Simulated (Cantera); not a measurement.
Input: 1 mol CO, 3 mol NH3, 21 mol N2, 0.099 mol CO2, at 1.00 bar.

Method: chemical equilibrium by Gibbs-energy minimisation in Cantera with the NASA 1993 tables (ideal gas, pure condensed phases). Candidate condensed phases: C, C6H6, C7H8, C8H18, H2O; 136 gas species. Kinetics and transport are ignored. All values below are at 1073 K.

Base state: N2 0.801, H2 0.157, CO 0.0380, H2O 0.00302, CO2 0.000795, CH4 0.000289, NH3 2.05e-5 (mole fractions); condensed: gas only.

Task: What changes in the equilibrium state with this change: NH3 from 3 to 0.016 mol?

Result: 
| species | before | after |
|---|---|---|
| N2 | 0.801 | 0.949 |
| CO | 0.0380 | 0.0453 |
| CO2 | 0.000795 | 0.00438 |
| H2 | 0.157 | 0.000995 |
| CH4 | 0.000289 | 3.00e-9 |
| NH3 | 2.05e-5 | 1.13e-8 |
| H2O | 0.00302 | 8.90e-5 |
